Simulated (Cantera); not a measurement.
A perfectly stirred reactor is fed with CO : O2 : H2O : N2 = 0.0037 : 0.0082 : 0.00048 : 1 (molar parts), equivalence ratio 0.23, at 6600 Torr; it is held at 1323 K, and followed from long to short residence time.

Model: GRI-Mech 3.0 (53 species, 325 reactions), integrated in Cantera.

x: mole fraction; the columns are a selection and need not sum to one.

| τ (s) | x CO | x O2 | x H2O | x NO | x H2O2 | x HO2 | x H |
|---|---|---|---|---|---|---|---|
| 10 | … | 0.00629 | 0.000474 | 1.20e-6 | 1.81e-10 | 6.39e-8 | 2.65e-9 |
| 3.2 | … | 0.00630 | 0.000474 | 1.35e-6 | 3.08e-10 | 1.44e-7 | 7.04e-9 |
| 1.0 | … | 0.00632 | 0.000474 | 1.53e-6 | 6.08e-10 | 3.14e-7 | 1.90e-8 |
| 0.34 | … | 0.00639 | 0.000473 | 1.55e-6 | 1.37e-9 | 5.99e-7 | 4.70e-8 |
| 0.11 | … | 0.00653 | 0.000473 | 1.25e-6 | 3.36e-9 | 1.06e-6 | 1.15e-7 |
| 0.035 | … | 0.00682 | 0.000471 | 7.08e-7 | 7.38e-9 | 1.65e-6 | 2.54e-7 |
| 0.011 | … | 0.00727 | 0.000470 | 2.50e-7 | 1.29e-8 | 2.24e-6 | 4.55e-7 |
| 0.0036 | … | 0.00770 | 0.000469 | 5.31e-8 | 1.70e-8 | 2.60e-6 | 5.94e-7 |

**Question.** Some entries are withheld; supply them.

**Answer.** 
- 10, x CO: 1.33e-5
- 3.2, x CO: 3.35e-5
- 1.0, x CO: 8.78e-5
- 0.34, x CO: 0.000213
- 0.11, x CO: 0.000508
- 0.035, x CO: 0.00110
- 0.011, x CO: 0.00200
- 0.0036, x CO: 0.00286
